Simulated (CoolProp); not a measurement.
Aqueous potassium acetate as a coolant, 25 % by mass, freezing at -16.2 °C, 1 atm.

Model: Melinder's fits for secondary coolants, in CoolProp.

| T (°C) | Prandtl number | density (kg/m³) | cp (kJ/(kg K)) | viscosity (mPa s) |
|---|---|---|---|---|
| -8.9 | 33.7 | 1139 | 3.318 | 4.84 |
| -0.2 | 23.8 | 1136 | 3.334 | 3.48 |
| 8.5 | 17.6 | 1133 | 3.350 | 2.63 |
| 17.2 | 13.6 | 1130 | 3.365 | 2.07 |
| 25.9 | 10.9 | 1127 | 3.380 | 1.68 |
| 34.6 | 8.89 | 1123 | 3.395 | 1.40 |
